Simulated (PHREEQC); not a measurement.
A solution holds 2.7 mmol/kgw FeCl3, 0.13 mmol/kgw NiCl2, 80 mmol/kgw H2SO4 and 0.47 mmol/kgw Na2SO4, at 50 °C. Closed to the air; pH follows from the charge balance.

The numbers come from PHREEQC with the ion-association model, wateq4f.dat.

```
quantity                        before    after
-----------------------------  -------  -------
pH                                1.12     3.34
ionic strength (mol/kgw)         0.110    0.164
HSO4- (mol/kgw)                 0.0667  0.00123
SO4-2 (mol/kgw)                 0.0110   0.0377
Ni+2 (mol/kgw)                 9.90e-5  7.20e-5
NiSO4 (mol/kgw)                3.03e-5  5.74e-5
SI of Morenosite (NiSO4:7H2O)    -4.70    -4.41
SI of Halite (NaCl)              -6.99    -7.06
```

Question: Name the change that produced these shifts.
A) 0.0057 mol/kgw CO2 added
B) temperature from 50 to 70 °C
C) 0.0049 mol/kgw Ni(NO3)2 added
D) FeCl3 left out
E) H2SO4 replaced by MnSO4 at the same molality

Answer: E, H2SO4 replaced by MnSO4 at the same molality

No solid was allowed to form. Some of these states are supersaturated (in Hematite (slow to form), Goethite (slow to form), Jarosite-Na, for instance). Away from 25 °C the constants follow the database's enthalpies or fits; those with neither stay at their 25 °C values.
